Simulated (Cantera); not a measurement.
Cantera run, input and output.

```python
import numpy as np
import cantera as ct

gas = ct.Solution("gri30.yaml")
gas.TPX = 1175, 13332, {'N2O': 1, 'H2O': 0.1}
reactor = ct.IdealGasConstPressureReactor(gas, energy="off", clone=False)
net = ct.ReactorNet([reactor])
net.rtol, net.atol = 1e-08, 1e-18
show = ['N2O', 'H2O', 'NO2', 'H', 'HO2', 'OH']
times = np.geomspace(5e-06, 2, 10)

steps = ct.SolutionArray(gas, extra=["t"])
rows = []
print(f"{'t/s':>10s}{'T/K':>9s}{'P/Pa':>11s}" + "".join(f"{s:>11s}" for s in show))
for t in times:
    while net.time < t:
        t_next = net.step()
        steps.append(gas.state, t=t_next)
    rows.append([np.interp(t, steps.t, y) for y in (steps.T, steps.P, *steps(*show).X.T)])
    print(f"{t:10.3e}{rows[-1][0]:9.1f}{rows[-1][1]:11.4g}" + "".join(f"{x:11.3e}" for x in rows[-1][2:]))
rate = np.gradient(steps.T, steps.t)
print("integrator steps:", len(steps.t))
if steps.T.max() > steps.T[0] + 200:
    print(f"time of steepest temperature rise: {steps.t[rate.argmax()]:.4e} s")
gas.TPX = 1175, 13332, {'N2O': 1, 'H2O': 0.1}
gas.equilibrate("TP")
print(f"equilibrium (TP): T = {gas.T:.1f} K  " + "  ".join(f"{s} {gas[s].X[0]:.3e}" for s in show))
```

Result:

```
       t/s      T/K       P/Pa        N2O        H2O        NO2          H        HO2         OH
 5.000e-06   1175.0  1.333e+04  9.091e-01  9.091e-02  3.926e-18  3.806e-15  6.975e-13  1.372e-09
 2.096e-05   1175.0  1.333e+04  9.091e-01  9.091e-02  9.951e-16  6.312e-13  4.737e-11  2.166e-08
 8.788e-05   1175.0  1.333e+04  9.091e-01  9.091e-02  1.808e-13  3.124e-11  2.570e-09  2.580e-07
 3.684e-04   1175.0  1.333e+04  9.091e-01  9.091e-02  5.105e-11  2.828e-10  8.301e-08  1.682e-06
 1.544e-03   1175.0  1.333e+04  9.089e-01  9.090e-02  1.728e-08  1.217e-09  1.410e-06  6.489e-06
 6.475e-03   1175.0  1.333e+04  9.085e-01  9.088e-02  1.848e-06  2.611e-09  6.048e-06  1.204e-05
 2.714e-02   1175.0  1.333e+04  9.064e-01  9.082e-02  2.841e-05  2.921e-09  4.991e-06  1.472e-05
 1.138e-01   1175.0  1.333e+04  8.980e-01  9.056e-02  1.721e-04  2.773e-09  3.518e-06  1.752e-05
 4.771e-01   1175.0  1.333e+04  8.641e-01  8.951e-02  4.812e-04  2.301e-09  1.928e-06  2.101e-05
 2.000e+00   1175.0  1.333e+04  7.410e-01  8.567e-02  6.756e-04  2.154e-09  6.942e-07  2.415e-05
integrator steps: 968
equilibrium (TP): T = 1175.0 K  N2O 4.068e-09  H2O 6.250e-02  NO2 1.491e-06  H 1.622e-11  HO2 6.496e-09  OH 3.067e-06
```

Cantera simulation using GRI-Mech 3.0 (53 species, 325 reactions); the numbers are that mechanism's predictions, not measurements. GRI-Mech 3.0 was tuned for natural gas; its chemistry of N2O as a main component is partial and can be far from experiment. The mechanism lacks the step 2 NO + O2 → 2 NO2, which can matter for NO2 below about 1400 K. The temperature is held fixed by assumption; the heat of reaction is taken as removed at once.
